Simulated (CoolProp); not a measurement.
Values from CoolProp's reference Helmholtz-energy equation of state, Lemmon 2006. It is a short technical equation, of lower accuracy than the large ones.

Q: For carbon monoxide, give the phase and the cp (kJ/(kg K)), Joule-Thomson coefficient (K/MPa) at 143.9 K and 101 kPa; 257.3 K and 101 kPa; 314 K and 101 kPa.

A: 
- 143.9 K and 101 kPa: gas; cp 1.05, Joule-Thomson coefficient 9.25
- 257.3 K and 101 kPa: gas; cp 1.04, Joule-Thomson coefficient 3.40
- 314 K and 101 kPa: gas; cp 1.04, Joule-Thomson coefficient 2.29
